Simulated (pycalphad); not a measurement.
Computed with pycalphad from the COST 507 light-alloy database (1999), at 1 atm. These are 1990s assessments: newer ones move some temperatures and phases. Diffusion is slow at the low end, where real alloys seldom reach equilibrium.

**Ti-11.57C (wt.%): equilibrium cooling sequence**

| T (°C) | phases above | phases below |
|---|---|---|
| 2996.6 | liquid | fcc + liquid |
| 2486.4 | fcc + liquid | fcc |
| 983.1 | fcc | bcc + fcc |
| 931.5 | bcc + fcc | fcc + hcp |

Changes were sought between steps of 75 K, so a narrower field can be missed.

The fcc model also describes the rock-salt carbide or nitride (TiC, TiN, HfC).
